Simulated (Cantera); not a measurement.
Cantera run, input and output.

```python
import numpy as np
import cantera as ct

gas = ct.Solution("gri30.yaml")
gas.TPX = 598, 31000, {'CO': 1, 'H2': 1, 'CH4': 0.68, 'O2': 4, 'N2': 15}
inlet = ct.Reservoir(gas, clone=True)
gas.equilibrate("HP")  # start burning
reactor = ct.IdealGasConstPressureReactor(gas, energy="on", clone=False)
exhaust = ct.Reservoir(gas, clone=True)
tau = [0.41, 0.12, 0.036, 0.011, 0.0031, 0.00092, 0.00027, 8e-05, 2.4e-05][0]
for a, b in ((inlet, reactor), (reactor, exhaust)):
    ct.MassFlowController(a, b, mdot=lambda t: reactor.mass / tau)
net = ct.ReactorNet([reactor])
show = ['CO', 'H2', 'CH4', 'NO', 'C2H2']

rows = []
print(f"{'tau/s':>10s}{'T/K':>9s}" + "".join(f"{s:>11s}" for s in show))
for tau in [0.41, 0.12, 0.036, 0.011, 0.0031, 0.00092, 0.00027, 8e-05, 2.4e-05]:
    net.initial_time = 0.0
    net.advance(30 * tau)
    before = gas.X
    net.advance(40 * tau)
    drift = np.max(np.abs(gas.X - before) / (gas.X + 1e-9))
    rows.append([gas.T, *gas[show].X, drift])
    print(f"{tau:10.3e}{gas.T:9.1f}" + "".join(f"{x:11.3e}" for x in gas[show].X))
```

It prints:

```
     tau/s      T/K         CO         H2        CH4         NO       C2H2
 4.100e-01   1973.5  1.226e-03  3.658e-04  1.426e-06  3.413e-04  6.616e-12
 1.200e-01   1955.2  2.314e-03  6.931e-04  3.271e-06  1.741e-04  1.665e-11
 3.600e-02   1918.3  4.461e-03  1.374e-03  7.040e-06  8.576e-05  3.113e-11
 1.100e-02   1855.4  7.885e-03  2.541e-03  1.553e-05  4.051e-05  5.862e-11
 3.100e-03   1752.2  1.291e-02  4.336e-03  4.061e-05  2.236e-05  1.522e-10
 9.200e-04   1616.8  1.986e-02  6.310e-03  1.257e-04  1.372e-05  6.437e-10
 2.700e-04   1437.9  3.567e-02  9.135e-03  6.157e-04  4.483e-06  7.225e-09
 8.000e-05    598.0  4.613e-02  4.613e-02  3.137e-02 -1.672e-19 -4.338e-20
 2.400e-05    598.0  4.613e-02  4.613e-02  3.137e-02  7.839e-23  2.033e-23
```

Computed with Cantera and GRI-Mech 3.0 (53 species, 325 reactions).
